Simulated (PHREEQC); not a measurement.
Dissolve 47 mmol/kgw HBr and 150 mmol/kgw MnSO4 at 20 °C. Closed to the air; pH follows from the charge balance.

Computed with PHREEQC (ion-association model, phreeqc.dat).

Problem. The ionic strength comes out as 0.360 mol/kgw. What activity coefficients do SO4-2, H+, Br-, HSO4-, Mn+2 get?

Solution. SO4-2 0.24, H+ 0.78, Br- 0.64, HSO4- 0.73, Mn+2 0.28.

No solid was allowed to form. Complexes and solids missing from the database can't appear.
